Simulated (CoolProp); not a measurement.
Values from CoolProp's reference Helmholtz-energy equation of state, Thol 2015.

**Question.** For 1,2-dichloroethane, give the phase and the density (kg/m³), cp (kJ/(kg K)), cv (kJ/(kg K)), isothermal compressibility (1/MPa) at 271.1 K and 0.557 bar; 308.7 K and 0.986 bar; 297 K and 4.63 bar.

**Answer.** 
- 271.1 K and 0.557 bar: liquid; density 1280, cp 1.29, cv 0.904, isothermal compressibility 0.000655
- 308.7 K and 0.986 bar: liquid; density 1230, cp 1.31, cv 0.908, isothermal compressibility 0.000883
- 297 K and 4.63 bar: liquid; density 1250, cp 1.30, cv 0.906, isothermal compressibility 0.000799
